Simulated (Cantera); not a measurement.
An adiabatic, constant-pressure homogeneous reactor starts with H₂ : O₂ : N₂ : H₂O = 1 : 0.208 : 0.783 : 0.11 (molar parts), equivalence ratio 2.4, at 1375 K and 100000 Pa. Integrator tolerance rtol = 1e-08.

Model: the H2/O2 subset of GRI-Mech 3.0, which has no nitrogen chemistry, integrated in Cantera.

What does this change do: N2 0.783 to 2.1 parts?


```csv
quantity,before,after
time of steepest temperature rise,25.3 µs,41.7 µs
temperature at 3.00 s,2601 K,2219 K
equilibrium temperature,2601 K,2219 K
x(H₂) at 3.00 s,0.296 (gas-phase equilibrium 0.296),0.180 (gas-phase equilibrium 0.180)
x(O₂) at 3.00 s,7.57e-5 (gas-phase equilibrium 7.57e-5),1.37e-6 (gas-phase equilibrium 1.37e-6)
x(H₂O) at 3.00 s,0.269 (gas-phase equilibrium 0.269),0.163 (gas-phase equilibrium 0.163)
x(OH) at 3.00 s,0.00444 (gas-phase equilibrium 0.00444),0.000348 (gas-phase equilibrium 0.000348)
x(O) at 3.00 s,0.000205 (gas-phase equilibrium 0.000205),3.58e-6 (gas-phase equilibrium 3.58e-6)
```

What does this change do: initial temperature 1375 to 1400 K?


| quantity | before | after |
|---|---|---|
| time of steepest temperature rise | 25.3 µs | 22.9 µs |
| temperature at 3.00 s | 2601 K | 2614 K |
| equilibrium temperature | 2601 K | 2614 K |
| x(H₂) at 3.00 s | 0.296 (gas-phase equilibrium 0.296) | 0.296 (gas-phase equilibrium 0.296) |
| x(O₂) at 3.00 s | 7.57e-5 (gas-phase equilibrium 7.57e-5) | 8.53e-5 (gas-phase equilibrium 8.53e-5) |
| x(H₂O) at 3.00 s | 0.269 (gas-phase equilibrium 0.269) | 0.269 (gas-phase equilibrium 0.269) |
| x(OH) at 3.00 s | 0.00444 (gas-phase equilibrium 0.00444) | 0.00475 (gas-phase equilibrium 0.00475) |
| x(O) at 3.00 s | 0.000205 (gas-phase equilibrium 0.000205) | 0.000231 (gas-phase equilibrium 0.000231) |

What does this change do: constant volume in place of constant pressure?


| quantity | before | after |
|---|---|---|
| time of steepest temperature rise | 25.3 µs | 24.8 µs |
| temperature at 3.00 s | 2601 K | 2780 K |
| equilibrium temperature | 2601 K | 2780 K |
| x(H₂) at 3.00 s | 0.296 (gas-phase equilibrium 0.296) | 0.292 (gas-phase equilibrium 0.292) |
| x(O₂) at 3.00 s | 7.57e-5 (gas-phase equilibrium 7.57e-5) | 0.000181 (gas-phase equilibrium 0.000181) |
| x(H₂O) at 3.00 s | 0.269 (gas-phase equilibrium 0.269) | 0.264 (gas-phase equilibrium 0.264) |
| x(OH) at 3.00 s | 0.00444 (gas-phase equilibrium 0.00444) | 0.00760 (gas-phase equilibrium 0.00760) |
| x(O) at 3.00 s | 0.000205 (gas-phase equilibrium 0.000205) | 0.000499 (gas-phase equilibrium 0.000499) |
